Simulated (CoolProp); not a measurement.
n-heptane at 563.19 K and 0.246 MPa is throttled through a valve to 0.171 MPa with no heat exchange. Each further row changes one setting.

Values from CoolProp's reference Helmholtz-energy equation of state, Span 2003. It is a short technical equation, of lower accuracy than the large ones.

```csv
case,temperature change (K),final density (kg/m³)
as stated,-0.5,3.73
outlet pressure 0.0513 MPa,-1.4,1.11
outlet pressure 0.222 MPa,-0.2,4.87
```
